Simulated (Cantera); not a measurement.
Feed: 1 mol HBr, 0.1 mol H2, 36 mol N2, equilibrated at 1.00 Torr.

These are equilibrium values from Cantera (NASA tables, ideal gas, pure condensed phases), not measurements of a reactor. Candidate condensed phases: Br2; 23 gas species. Ions and electrons are included (thermal ionisation). The numbers say what is thermodynamically allowed, not how fast it happens. All values below are at 2977 °C.

Base state: N2 0.941, H 0.0314, Br 0.0262, N 0.00164, H2 1.27e-5 (mole fractions); condensed: gas only.

What changes in the equilibrium state with this change: pressure from 1.00 Torr to 100 Torr?


| species | before | after |
|---|---|---|
| N2 | 0.941 | 0.943 |
| H | 0.0314 | 0.0291 |
| Br | 0.0262 | 0.0260 |
| N | 0.00164 | 0.000164 |
| HBr | 2.25e-6 | 0.000207 |
| H2 | 1.27e-5 | 0.00109 |

What changes in the equilibrium state with this change: pressure from 1.00 Torr to 750 Torr?


```
species   before    after
-------  -------  -------
N2         0.941    0.948
Br        0.0262   0.0252
H         0.0314   0.0215
H2       1.27e-5  0.00449
HBr      2.25e-6  0.00111
N        0.00164  6.01e-5
```
